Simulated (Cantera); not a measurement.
An adiabatic, constant-volume homogeneous reactor starts with 5.59 % CH3OH, 16.8 % O2, 63.1 % N2, 14.5 % H2O, equivalence ratio 0.50, at 1350 K and 5.00 bar.

Cantera simulation using GRI-Mech 3.0 (53 species, 325 reactions); the numbers are that mechanism's predictions, not measurements. GRI-Mech 3.0 was tuned for natural gas; its chemistry of methanol as a main component is partial and can be far from experiment.

One state of this run: T (K) = 2419; P (bar) = 9.25; x CH3OH = <1e-12; x O2 = 0.0799; x H2O = 0.244; x N2O = 1.49e-6; x H2O2 = 1.24e-6; x C2H4 = <1e-12. x: mole fraction; the columns are a selection and need not sum to one.

### Question
Which value of t (s) does it belong to?
(A) 3.87e-5
(B) 6.22e-6
(C) 0.000601
(D) 2.49e-6

### Answer
C, 0.000601
